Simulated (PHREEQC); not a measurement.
A made-up water analysis in mg/L, 25 °C, pH 7.29, pe 10: Na 5.33; K 0.257; Ca 10.5; Mg 2.63; Cl 10.5; S(6) as SO4 14.1; Alkalinity as HCO3 22.1; N(5) as NO3 0.388.

Valence states are taken as typed.

Computed with PHREEQC (ion-association model, phreeqc.dat).

| Item | Value |
|---|---|
| ionic strength | 0.00145 mol/kgw |
| specific conductance | 110 µS/cm |
| charge-balance error | 1.1 % |

| species | molality | activity | log γ |
|---|---|---|---|
| HCO3- | 0.000360 | 0.000345 | -0.018 |
| Cl- | 0.000296 | 0.000284 | -0.019 |
| Ca+2 | 0.000256 | 0.000217 | -0.073 |
| Na+ | 0.000232 | 0.000222 | -0.018 |
| SO4-2 | 0.000140 | 0.000118 | -0.073 |
| Mg+2 | 0.000105 | 8.91e-5 | -0.072 |
| CO2 | 3.97e-5 | 3.98e-5 | 0.000 |
| K+ | 6.57e-6 | 6.29e-6 | -0.019 |
| NO3- | 6.26e-6 | 5.99e-6 | -0.019 |
| CaSO4 | 4.54e-6 | 4.54e-6 | 0.000 |
| MgSO4 | 2.46e-6 | 2.46e-6 | 0.000 |
| CaHCO3+ | 9.94e-7 | 9.53e-7 | -0.018 |
| MgHCO3+ | 3.75e-7 | 3.60e-7 | -0.019 |
| CO3-2 | 3.73e-7 | 3.15e-7 | -0.073 |

Precipitation was switched off in this run. Species that the database lacks are ignored.
